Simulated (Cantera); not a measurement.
Input: 1 mol BN, 350 mol H2, 3.7 mol HF, held at 5.70e-5 bar.

Equilibrium computed with Cantera from the NASA thermochemical tables; the gas is ideal and each condensed phase is pure. Candidate condensed phases: B, BN; 31 gas species. The tables' values for BF2 are old estimates; treat these amounts as uncertain. Equilibrium is a limit: real reactors are often held back by kinetics, nucleation or transport.

x: gas mole fraction; n: condensed amount in mol.

```tsv
T (°C)	x H2	x H	x HF	x BF3	x BF	x N2	n BN(s)
450	0.994	1.11e-11	0.00198	0.00283	<1e-12	0.00141	0
600	0.994	6.18e-9	0.00198	0.00283	<1e-12	0.00141	0
750	0.994	5.47e-7	0.00214	0.00277	(withheld)	0.00139	0.0174
900	0.993	1.56e-5	0.00282	0.00251	(withheld)	0.00128	0.0922
1050	0.993	0.000209	0.00340	0.00206	(withheld)	0.00129	0.0871
1200	0.989	0.00167	0.00558	0.000687	(withheld)	0.00141	0
1350	0.980	0.00906	0.00718	5.67e-5	(withheld)	0.00140	0
1500	0.952	0.0368	0.00737	3.65e-6	0.00267	0.00138	0
1650	0.872	0.117	0.00714	3.17e-7	0.00262	0.00133	0
1800	0.699	0.291	0.00650	3.71e-8	(withheld)	0.00120	0
```

Q: Some entries are withheld; supply them.

A: 
- 750, x BF: 1.97e-9
- 900, x BF: 1.20e-6
- 1050, x BF: 0.000159
- 1200, x BF: 0.00148
- 1350, x BF: 0.00246
- 1800, x BF: 0.00239
